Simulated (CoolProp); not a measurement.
Properties of R1336mzz(Z) along the isotherm 446.9 K.

Values from CoolProp's reference Helmholtz-energy equation of state, McLinden 2020.

```
p (kPa)          phase  cp (kJ/(kg K))  speed of sound (m/s)  isothermal compressibility (1/MPa)
-------  -------------  --------------  --------------------  ----------------------------------
396                gas           1.089                 147.5                               2.660
792                gas           1.121                 140.2                               1.417
1190               gas           1.165                 132.1                               1.021
1580               gas           1.228                 123.2                              0.8505
1980               gas           1.337                 112.7                              0.7852
2380               gas           1.562                 99.92                              0.8269
2770               gas           2.367                 83.23                               1.193
3170     supercritical           3.886                 88.86                              0.6162
3560     supercritical           2.300                 125.0                              0.1693
3960     supercritical           1.988                 148.5                             0.09988
4360     supercritical           1.844                 166.6                             0.07166
```

The peak of cp marks the crossing from liquid-like to gas-like fluid above the critical point.
